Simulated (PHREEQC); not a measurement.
Make-up at 20 °C: 0.0025 mol/kgw HF, 3.7e-05 mol/kgw NiCl2 and 0.0052 mol/kgw CuCl2. Closed to the air; pH follows from the charge balance.

Computed with PHREEQC (ion-association model, wateq4f.dat).

No solid was allowed to form.

Problem. What pH does the model give?

Solution. pH 2.99.

Problem. In which forms is Cu present?

Solution. Cu+2 98 %, CuCl+ 1.3 %, CuF+ 1.1 % of the Cu.
